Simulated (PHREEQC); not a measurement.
PHREEQC input (ion-association model, wateq4f.dat):

```
SOLUTION_MASTER_SPECIES
  An  An-  0  An  62.0  # stands for a non-complexing anion
SOLUTION_SPECIES
  An- = An-
    -log_k 0
    -gamma 3.0 0
PHASES
  Fix_H+
    H+ = H+
    -log_k 0
SOLUTION 1
  temp 25
  units mmol/kgw
  pH 7 charge
  S(6) 0.523
  Na 300.026
  Ag 1.02
  An 300
END
SELECTED_OUTPUT 1
  -reset false
  -pH true
  -pe true
  -ionic_strength true
  -water true
  -totals Ag Na S S(-2) S(6)
  -molalities Hfo_wOH Hfo_wOH2+ Hfo_wO- Hfo_sOH Hfo_sOH2+ Hfo_sO- Hfo_wSO4- Hfo_wOHSO4-2 Hfo_sOAg Hfo_wOAg
  -saturation_indices Ag2O Ag2SO4 Mirabilite
USER_PUNCH 1
  -headings sigma psi
  10 PUNCH EDL("sigma", "Hfo"), EDL("psi", "Hfo")
PRINT
  -reset false
USE solution 1
SURFACE 1
  Hfo_wOH 0.000449438 600 0.2
  Hfo_sOH 1.1236e-05
EQUILIBRIUM_PHASES 1
  Fix_H+ -4 HAn 10
    -force_equality true
  O2(g) -0.68 10
END
# ... the last block is repeated for the other 16 points of pH, with NaOH or the acid as the point needs
```

Selected output (columns that matter, 17 of 17 rows; pH added in front):

```
pH	mu	Ag	Na	S	m_Hfo_wOH	m_Hfo_wOH2+	m_Hfo_wO-	m_Hfo_sOH	m_Hfo_sOH2+	m_Hfo_sO-	si_Ag2O	si_Mirabilite	sigma	psi
4	0.30147	0.00102	0.30003	0.00041526	6.2553e-06	0.00033544	2.6722e-09	2.0515e-07	1.1002e-05	8.7641e-11	-10.838	-4.3815	0.18887	0.092321
4.38	0.3014	0.0010198	0.30003	0.00041913	1.4238e-05	0.00033131	1.4017e-08	4.5652e-07	1.0623e-05	4.4944e-10	-10.078	-4.3768	0.18489	0.09129
4.75	0.30137	0.0010193	0.30003	0.00042649	3.0118e-05	0.00032274	6.4389e-08	8.9761e-07	9.6185e-06	1.919e-09	-9.3385	-4.369	0.17752	0.089324
5.12	0.30135	0.0010174	0.30003	0.00043874	5.871e-05	0.00030618	2.579e-07	1.3887e-06	7.2423e-06	6.1004e-09	-8.6001	-4.3566	0.16545	0.085938
5.5	0.30134	0.0010137	0.30003	0.00045603	0.00010423	0.00027723	8.9767e-07	1.3801e-06	3.671e-06	1.1887e-08	-7.8433	-4.3397	0.14835	0.080756
5.88	0.30133	0.0010104	0.30003	0.00047549	0.00016316	0.00023572	2.5872e-06	8.5418e-07	1.2341e-06	1.3544e-08	-7.0862	-4.3216	0.12819	0.073958
6.25	0.30132	0.0010081	0.30003	0.00049345	0.00022339	0.00018898	6.049e-06	4.1798e-07	3.5361e-07	1.1318e-08	-6.3483	-4.3054	0.10698	0.065819
6.62	0.30131	0.0010049	0.30003	0.00050766	0.00027334	0.00014472	1.1827e-05	1.8724e-07	9.9136e-08	8.1014e-09	-5.6111	-4.2931	0.08487	0.055971
7	0.30129	0.00099773	0.30003	0.00051674	0.00030439	0.00010799	1.9654e-05	7.9915e-08	2.8353e-08	5.1601e-09	-4.8573	-4.2854	0.061749	0.043777
7.38	0.30127	0.00098183	0.30003	0.00052095	0.00031227	8.0324e-05	2.7811e-05	3.406e-08	8.7613e-09	3.0334e-09	-4.1113	-4.2818	0.039122	0.029559
7.75	0.30127	0.00095047	0.30007	0.00052241	0.00029736	5.8609e-05	3.4563e-05	1.5044e-08	2.9652e-09	1.7486e-09	-3.3995	-4.2804	0.01843	0.014512
8.12	0.30128	0.00089657	0.30015	0.00052284	0.00025875	3.896e-05	3.9369e-05	6.8103e-09	1.0254e-09	1.0362e-09	-2.7103	-4.2798	-0.00057301	-0.0004572
8.5	0.30129	0.00082065	0.30025	0.00052296	0.0001976	2.0922e-05	4.2755e-05	3.1034e-09	3.2858e-10	6.7146e-10	-2.0272	-4.2794	-0.017621	-0.01389
8.88	0.30131	0.00074255	0.30035	0.00052298	0.00012887	8.2562e-06	4.6084e-05	1.4305e-09	9.1641e-11	5.1152e-10	-1.3544	-4.279	-0.030438	-0.023462
9.25	0.30133	0.00068421	0.30043	0.00052299	7.2789e-05	2.4449e-06	4.9644e-05	6.6275e-10	2.2261e-11	4.5201e-10	-0.686	-4.2787	-0.037961	-0.028762
9.62	0.30136	0.00064883	0.30051	0.00052299	3.6372e-05	5.7669e-07	5.2553e-05	2.9863e-10	4.7348e-12	4.3148e-10	0.0064	-4.2785	-0.041798	-0.031363
10	0.30145	0.00063033	0.30062	0.000523	1.6475e-05	1.1427e-07	5.4417e-05	1.2866e-10	8.9236e-13	4.2495e-10	0.7378	-4.2782	-0.043667	-0.032601
```

Along this series the solution becomes supersaturated in solids that the run did not let form, among them Ag2O.
